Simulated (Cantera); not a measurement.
Input (Python, Cantera):

```python
import numpy as np
import cantera as ct

gas = ct.Solution("h2o2.yaml")
gas.TPX = 1023, 100000, {'H2': 0.63, 'O2': 1, 'N2': 3.5}
reactor = ct.IdealGasConstPressureReactor(gas, energy="off", clone=False)
net = ct.ReactorNet([reactor])
net.rtol, net.atol = 1e-08, 1e-18
show = ['H2', 'O2', 'H2O', 'O', 'H']
times = np.geomspace(5e-06, 90, 11)

steps = ct.SolutionArray(gas, extra=["t"])
rows = []
print(f"{'t/s':>10s}{'T/K':>9s}{'P/Pa':>11s}" + "".join(f"{s:>11s}" for s in show))
for t in times:
    while net.time < t:
        t_next = net.step()
        steps.append(gas.state, t=t_next)
    rows.append([np.interp(t, steps.t, y) for y in (steps.T, steps.P, *steps(*show).X.T)])
    print(f"{t:10.3e}{rows[-1][0]:9.1f}{rows[-1][1]:11.4g}" + "".join(f"{x:11.3e}" for x in rows[-1][2:]))
rate = np.gradient(steps.T, steps.t)
print("integrator steps:", len(steps.t))
if steps.T.max() > steps.T[0] + 200:
    print(f"time of steepest temperature rise: {steps.t[rate.argmax()]:.4e} s")
gas.TPX = 1023, 100000, {'H2': 0.63, 'O2': 1, 'N2': 3.5}
gas.equilibrate("TP")
print(f"equilibrium (TP): T = {gas.T:.1f} K  " + "  ".join(f"{s} {gas[s].X[0]:.3e}" for s in show))
```

Result:

```
       t/s      T/K       P/Pa         H2         O2        H2O          O          H
 5.000e-06   1023.0      1e+05  1.228e-01  1.949e-01  5.250e-11  2.810e-11  1.393e-10
 2.658e-05   1023.0      1e+05  1.228e-01  1.949e-01  3.562e-09  5.356e-10  1.746e-09
 1.413e-04   1023.0      1e+05  1.227e-01  1.949e-01  4.256e-05  4.206e-06  1.345e-05
 7.508e-04   1023.0      1e+05  1.916e-02  1.504e-01  1.103e-01  6.261e-06  4.689e-06
 3.991e-03   1023.0      1e+05  1.636e-02  1.491e-01  1.132e-01  3.238e-06  2.279e-06
 2.121e-02   1023.0      1e+05  6.971e-03  1.452e-01  1.233e-01  2.053e-06  8.148e-07
 1.128e-01   1023.0      1e+05  7.194e-04  1.426e-01  1.301e-01  2.948e-07  3.186e-08
 5.993e-01   1023.0      1e+05  5.167e-05  1.423e-01  1.308e-01  6.534e-09  4.137e-10
 3.186e+00   1023.0      1e+05  3.081e-06  1.423e-01  1.308e-01  1.505e-10  8.638e-12
 1.693e+01   1023.0      1e+05  6.752e-11  1.423e-01  1.308e-01  9.147e-11  3.153e-14
 9.000e+01   1023.0      1e+05  5.966e-11  1.423e-01  1.308e-01  1.182e-10  3.219e-14
integrator steps: 2290
equilibrium (TP): T = 1023.0 K  H2 5.966e-11  O2 1.423e-01  H2O 1.308e-01  O 1.182e-10  H 3.219e-14
```

Computed with Cantera and the H2/O2 subset of GRI-Mech 3.0, which has no nitrogen chemistry. The temperature is held fixed by assumption; the heat of reaction is taken as removed at once.
